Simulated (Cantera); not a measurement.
Feed: 1 mol SiHCl3, 33 mol NH3, equilibrated at 1577 °C and 10.0 mbar.

Cantera equilibrium calculation (NASA polynomials, part measured and part estimated; ideal gas, pure solids and liquids). The tables' values for SiCl, SiN are old estimates; treat these amounts as uncertain. Gases not in the tables: Si2H6 and higher silanes. Kinetics and transport are ignored.

```csv
species,before,after
H2,0.714,0.712
N2,0.242,0.242
HCl,0.0342,0.0341
H,0.00455,0.00592
Si,0.000645,0.00109
SiCl2,0.00473,0.00471
SiN,1.22e-5,1.58e-5
Si2N,1.85e-5,2.41e-5
SiH,5.40e-5,7.02e-5
SiCl,0.000169,0.000220
Cl,0.000166,0.000215
SiH2,3.01e-5,3.00e-5
"Si(l), mol",0.612,0.576
```
Gas species are given as mole fractions.

Task: What was changed between the two runs?
A. pressure from 10.0 mbar to 5.90 mbar
B. temperature from 1577 °C to 1175 °C
C. NH3 from 33 to 1 mol
D. temperature from 1577 °C to 1152 °C

Result: A, pressure from 10.0 mbar to 5.90 mbar
